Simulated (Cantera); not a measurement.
# Diamond growth

A diamond (100) surface in a fixed gas of H2 with x(CH4) = 0.0096, x(H) = 0.0052, at 1173 K, 27.0 Torr; coverages are run to steady state.

Model: the Harris–Goodwin 1993 mechanism for the reconstructed diamond (100) surface, integrated in Cantera.

```
x(CH3)   growth (µm/h)  θ c6HH  θ c6H*  θ c6*H  θ c6**    θ c6HM
-------  -------------  ------  ------  ------  ------  --------
1e-06           0.0129   0.460  0.0355   0.479  0.0260   1.72e-5
2.8e-06         0.0360   0.460  0.0355   0.479  0.0260   4.80e-5
8.1e-06          0.104   0.460  0.0354   0.478  0.0260  0.000139
2.3e-05          0.295   0.460  0.0354   0.478  0.0260  0.000394
6.6e-05          0.845   0.459  0.0354   0.478  0.0259   0.00113
0.00019           2.42   0.458  0.0353   0.476  0.0257   0.00323
0.00053           6.63   0.454  0.0349   0.471  0.0250   0.00887
0.0015            17.9   0.443  0.0340   0.458  0.0233    0.0240
0.0043            45.4   0.416  0.0316   0.427  0.0194    0.0617
```
θ: site fractions in the mechanism's names (c6HH fully hydrogenated, c6H* and c6*H radical sites, c6** diradical, c6HM methylated).
